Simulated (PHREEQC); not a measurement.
Make-up at 55 °C: 1.9 mmol/kgw Pb(NO3)2, 6 mmol/kgw KNO3 and 0.23 mmol/kgw Cu(NO3)2. Closed to the air; pH follows from the charge balance.

All values are PHREEQC results (ion-association model, wateq4f.dat), not measurements.

This is a speciation only: nothing precipitates in the calculation.

Task: Estimate the pH.

Result: pH 5.25.

Task: In which forms is Pb present?

Result: Pb+2 91 %, PbNO3+ 8.4 % of the Pb.

Examples of supersaturated solids here: Pb(OH)2, Tenorite (slow to form). Others may be too. Constants without temperature data keep their 25 °C values here.
